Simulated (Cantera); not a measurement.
Input: 1 mol SiH₂Cl₂, 0.48 mol C₂H₄, 360 mol H₂, at 827 °C and 15.8 Torr.

Method: chemical equilibrium by Gibbs-energy minimisation in Cantera with the NASA 1993 tables (ideal gas, pure condensed phases). Candidate condensed phases: C, C₆H₆, C₇H₈, C₈H₁₈, Si, SiC; 109 gas species. Mutual solubility and eutectic melting of coexisting phases are not modelled. Rates play no part.

Q: What is the equilibrium state?

A: 
| Quantity | Value |
|---|---|
| x(H₂) | 0.995 |
| x(HCl) | 0.00533 |
| x(SiCl₂) | 5.82e-5 |
| x(SiHCl₃) | 1.02e-5 |
| x(SiCl₃) | 3.93e-6 |
| x(SiCl₄) | 3.69e-6 |
| x(SiH₂Cl₂) | 3.35e-6 |
| n(Si(s)) | 0.0113 mol |
| n(SiC(s)) | 0.960 mol |
| gas amount | 363.0 mol |
| log10 activity of C(graphite) (absent) | -3.06 |
